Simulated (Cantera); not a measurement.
Feed: 1 mol SiC, 0.019 mol N₂O, 1.2 mol N₂, equilibrated at 0.350 Pa.

Cantera equilibrium calculation (NASA polynomials, part measured and part estimated; ideal gas, pure solids and liquids). Candidate condensed phases: C, Si, SiC, SiO₂, Si₂N₂O, Si₃N₄; 34 gas species. Mutual solubility and eutectic melting of coexisting phases are not modelled. Equilibrium is a limit: real reactors are often held back by kinetics, nucleation or transport.

### Question
Which condensed phases are stable at each of these points (T (K)): 923, 1073, 1223, 1373, 1523, 1673, 1823, 1973?

### Answer
```
T (K)                    condensed phases  Si condensed (%)
-----  ----------------------------------  ----------------
923    C(graphite) + Si₂N₂O(s) + Si₃N₄(s)             100.0
1073     C(graphite) + SiC(s) + Si₂N₂O(s)             100.0
1223                   SiC(s) + Si₂N₂O(s)             100.0
1373                               SiC(s)              99.0
1523                               SiC(s)              99.0
1673                               SiC(s)              98.4
1823                 C(graphite) + SiC(s)              95.5
1973                          C(graphite)               0.0
```

At 923 K the condensed part is C(graphite) + Si₂N₂O(s) + Si₃N₄(s). At 1073 K the condensed part is C(graphite) + SiC(s) + Si₂N₂O(s). At 1223 K the condensed part is SiC(s) + Si₂N₂O(s). From 1373 K to 1673 K the condensed part is SiC(s). At 1823 K the condensed part is C(graphite) + SiC(s). At 1973 K the condensed part is C(graphite).
